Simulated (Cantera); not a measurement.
Cantera run, input and output.

```python
import numpy as np
import cantera as ct

gas = ct.Solution("gri30.yaml")
gas.TPX = 525, 1800000, {'CO': 1, 'H2': 0.39, 'O2': 1.51, 'N2': 5.68}
inlet = ct.Reservoir(gas, clone=True)
gas.equilibrate("HP")  # start burning
reactor = ct.IdealGasConstPressureReactor(gas, energy="on", clone=False)
exhaust = ct.Reservoir(gas, clone=True)
tau = [0.3, 0.11, 0.038, 0.013, 0.0048, 0.0017, 0.0006, 0.00021, 7.6e-05, 2.7e-05, 9.6e-06, 3.4e-06][0]
for a, b in ((inlet, reactor), (reactor, exhaust)):
    ct.MassFlowController(a, b, mdot=lambda t: reactor.mass / tau)
net = ct.ReactorNet([reactor])
show = ['CO', 'H2', 'O2', 'N2O', 'O']

rows = []
print(f"{'tau/s':>10s}{'T/K':>9s}" + "".join(f"{s:>11s}" for s in show))
for tau in [0.3, 0.11, 0.038, 0.013, 0.0048, 0.0017, 0.0006, 0.00021, 7.6e-05, 2.7e-05, 9.6e-06, 3.4e-06]:
    net.initial_time = 0.0
    net.advance(30 * tau)
    before = gas.X
    net.advance(40 * tau)
    drift = np.max(np.abs(gas.X - before) / (gas.X + 1e-9))
    rows.append([gas.T, *gas[show].X, drift])
    print(f"{tau:10.3e}{gas.T:9.1f}" + "".join(f"{x:11.3e}" for x in gas[show].X))
```

Output:

```
     tau/s      T/K         CO         H2         O2        N2O          O
 3.000e-01   1831.9  6.211e-05  3.952e-06  1.033e-01  7.982e-07  1.402e-05
 1.100e-01   1831.5  1.166e-04  5.992e-06  1.033e-01  9.296e-07  1.648e-05
 3.800e-02   1830.4  2.515e-04  1.105e-05  1.034e-01  1.262e-06  2.286e-05
 1.300e-02   1827.8  5.509e-04  2.223e-05  1.035e-01  1.977e-06  3.752e-05
 4.800e-03   1823.0  1.126e-03  4.341e-05  1.037e-01  3.145e-06  6.543e-05
 1.700e-03   1812.9  2.359e-03  8.774e-05  1.042e-01  4.821e-06  1.219e-04
 6.000e-04   1792.0  5.016e-03  1.804e-04  1.053e-01  6.292e-06  2.284e-04
 2.100e-04   1743.1  1.138e-02  3.972e-04  1.081e-01  6.491e-06  4.060e-04
 7.600e-05    525.0  1.166e-01  4.545e-02  1.760e-01 -2.116e-20  1.975e-18
 2.700e-05    525.0  1.166e-01  4.545e-02  1.760e-01 -1.198e-23  1.679e-18
 9.600e-06    525.0  1.166e-01  4.545e-02  1.760e-01 -2.519e-25  1.189e-18
 3.400e-06    525.0  1.166e-01  4.545e-02  1.760e-01  1.652e-26  6.643e-19
```

Detailed kinetics in Cantera: GRI-Mech 3.0 (53 species, 325 reactions). The hydrogen kinetics of GRI-Mech 3.0 are dated; newer H2 mechanisms differ, most at raised pressure. The pressure lies above the range GRI-Mech 3.0 was tuned for (to about 10 atm).
